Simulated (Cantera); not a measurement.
A closed system holds: 1 mol Cr, 30 mol N₂, a varied amount of NH₃, at 2575 °C and 1 atm.

Method: chemical equilibrium by Gibbs-energy minimisation in Cantera with the NASA 1993 tables (ideal gas, pure condensed phases). Candidate condensed phases: Cr, CrN, Cr₂N; 11 gas species. Rates play no part.

**Question.** At 1.4 mol NH₃, list the 4 most abundant gas species with their mole fractions, and the condensed phases.

**Answer.** N₂ 0.898, H₂ 0.0507, Cr 0.0293, H 0.0216. Condensed: gas only.
